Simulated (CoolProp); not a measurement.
Vapour-liquid equilibrium of CHF3 (R23) (1) + sulfur hexafluoride (2) at 4.85 °C; x and y are mole fractions of (1).

The numbers come from the multi-fluid Helmholtz-energy mixture model, Penoncello 2003 and Guder 2009; pair parameters Bell 2016 in CoolProp.

```tsv
x	bubble pressure (bar)	y at the bubble point	dew pressure at overall composition x (bar)	liquid density (mol/L)
0.05	16.43	0.134	15.03	10.47
0.2	21.16	0.357	17.68	10.60
0.35	24.28	0.485	20.98	10.79
0.5	26.51	0.589	24.63	11.10
0.65	28.04	0.693	27.50	11.64
0.8	28.83	0.808	28.80	12.50
0.95	28.69	0.946	28.67	13.72
```

y crosses x between x = 0.8 and 0.95: the model has an azeotrope there.

The pair parameters rest on a limited set of measurements; away from them the model extrapolates.
